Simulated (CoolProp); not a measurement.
A simple Rankine cycle with n-perfluorohexane: condensing at 333.15 K, boiler at 0.313 MPa, turbine inlet 449 K, turbine efficiency 0.75, pump efficiency 0.7, no recuperator. Each further row changes one setting.

Values from CoolProp's reference Helmholtz-energy equation of state, Gao 2022.

| case | thermal efficiency (%) | net work (kJ/kg) | heat in (kJ/kg) | turbine exit temperature (K) | volume ratio over the turbine |
|---|---|---|---|---|---|
| as stated | 4.1 | 7.89 | 192 | 439.3 | (withheld) |
| condensing temperature 325.15 K | 5.0 | (withheld) | 201 | 436.9 | 3.77 |
| boiler pressure 0.219 MPa | 2.7 | 5.25 | 193 | 442.8 | 1.98 |
| turbine efficiency 0.65 | 3.6 | 6.81 | 192 | (withheld) | 2.87 |

Problem. Fill in the missing entries.

Solution. 
- as stated, volume ratio over the turbine: 2.86
- condensing temperature 325.15 K, net work (kJ/kg): 10.0
- turbine efficiency 0.65, turbine exit temperature (K): 440.4
